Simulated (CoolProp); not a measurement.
Properties of R236FA along the isotherm 400 K.

Values from CoolProp's reference Helmholtz-energy equation of state, Pan 2012.

```json
[
 {"p (MPa)": "0.342", "phase": "gas", "cp (kJ/(kg K))": "1.008", "Joule-Thomson coefficient (K/MPa)": "9.114"},
 {"p (MPa)": "0.684", "phase": "gas", "cp (kJ/(kg K))": "1.033", "Joule-Thomson coefficient (K/MPa)": "9.597"},
 {"p (MPa)": "1.03", "phase": "gas", "cp (kJ/(kg K))": "1.064", "Joule-Thomson coefficient (K/MPa)": "10.17"},
 {"p (MPa)": "1.37", "phase": "gas", "cp (kJ/(kg K))": "1.104", "Joule-Thomson coefficient (K/MPa)": "10.83"},
 {"p (MPa)": "1.71", "phase": "gas", "cp (kJ/(kg K))": "1.160", "Joule-Thomson coefficient (K/MPa)": "11.62"},
 {"p (MPa)": "2.05", "phase": "gas", "cp (kJ/(kg K))": "1.242", "Joule-Thomson coefficient (K/MPa)": "12.61"},
 {"p (MPa)": "2.39", "phase": "gas", "cp (kJ/(kg K))": "1.378", "Joule-Thomson coefficient (K/MPa)": "13.86"},
 {"p (MPa)": "2.74", "phase": "gas", "cp (kJ/(kg K))": "1.668", "Joule-Thomson coefficient (K/MPa)": "15.57"},
 {"p (MPa)": "3.08", "phase": "gas", "cp (kJ/(kg K))": "2.682", "Joule-Thomson coefficient (K/MPa)": "17.76"},
 {"p (MPa)": "3.42", "phase": "supercritical", "cp (kJ/(kg K))": "4.693", "Joule-Thomson coefficient (K/MPa)": "7.935"},
 {"p (MPa)": "3.76", "phase": "supercritical", "cp (kJ/(kg K))": "2.459", "Joule-Thomson coefficient (K/MPa)": "4.118"},
 {"p (MPa)": "4.1", "phase": "supercritical", "cp (kJ/(kg K))": "2.075", "Joule-Thomson coefficient (K/MPa)": "2.961"},
 {"p (MPa)": "4.44", "phase": "supercritical", "cp (kJ/(kg K))": "1.897", "Joule-Thomson coefficient (K/MPa)": "2.343"},
 {"p (MPa)": "4.79", "phase": "supercritical", "cp (kJ/(kg K))": "1.788", "Joule-Thomson coefficient (K/MPa)": "1.934"}
]
```

The peak of cp marks the crossing from liquid-like to gas-like fluid above the critical point.
